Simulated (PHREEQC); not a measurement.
Copper plating or etch bath with leach liquor

Solution A (66 mmol/kgw Cu(NO3)2, 0.11 mmol/kgw H2SO4 and 23 mmol/kgw Na2SO4) is mixed with solution B (5.2 mmol/kgw H2SO4, 76 mmol/kgw ZnSO4 and 0.12 mmol/kgw Na2SO4) at 25 °C; shares are by mass of water, 1 kg in all. Oxygen alone is held at its pressure in air (log pO2 = -0.68). CO2 from the air is kept out. Only these solids could form: Tenorite, Brochantite, Antlerite, Cu2(OH)3NO3, Zincite(c), Zn4(OH)6SO4, Mirabilite, Chalcanthite, Goslarite.

The numbers come from PHREEQC with the ion-association model, wateq4f.dat.

Q: Predict pH, Cu+2 (mol/kgw), Zn+2 (mol/kgw), ZnSO4 (mol/kgw) at share of solution B = 0, 0.1, 0.55, 0.85.

A: 
| share of solution B | pH | Cu+2 (mol/kgw) | Zn+2 (mol/kgw) | ZnSO4 (mol/kgw) |
|---|---|---|---|---|
| 0 | 3.87 | 0.0551 | 0 | 0 |
| 0.1 | 3.16 | 0.0476 | 0.00578 | 0.00164 |
| 0.55 | 2.58 | 0.0203 | 0.0256 | 0.0136 |
| 0.85 | 2.44 | 0.00617 | 0.0348 | 0.0242 |

Complexes and solids missing from the database can't appear.
